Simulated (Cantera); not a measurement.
**Reactions in the system B-N-O**

Standard-state values (1 bar) from the NASA 1993 polynomials, evaluated with Cantera. Values are per mole of reaction as written; species without (g) are pure solids or liquids, kept so even where they would boil at 1 bar.

B₂O₃(g) + 4 N₂(g) ⇌ 2 BN + 3 N₂O(g)

| T (K) | ΔH° (kJ) | ΔS° (J/K) | ΔG° (kJ) | log10 K |
|---|---|---|---|---|
| 1823 | 611.8 | -337.1 | 1226.4 | -35.14 |
| 1898 | 614.4 | -335.7 | 1251.6 | -34.44 |
| 1973 | 617.0 | -334.4 | 1276.7 | -33.80 |
| 2048 | 619.6 | -333.1 | 1301.8 | -33.20 |
| 2123 | 622.2 | -331.9 | 1326.7 | -32.64 |

N₂(g) + B₂O₂(g) ⇌ 2 BN + O₂(g)

| T (K) | ΔH° (kJ) | ΔS° (J/K) | ΔG° (kJ) | log10 K |
|---|---|---|---|---|
| 1823 | -31.6 | -191.5 | 317.6 | -9.10 |
| 1898 | -30.3 | -190.9 | 332.0 | -9.14 |
| 1973 | -29.0 | -190.2 | 346.3 | -9.17 |
| 2048 | -27.8 | -189.6 | 360.5 | -9.19 |
| 2123 | -26.6 | -189.0 | 374.7 | -9.22 |
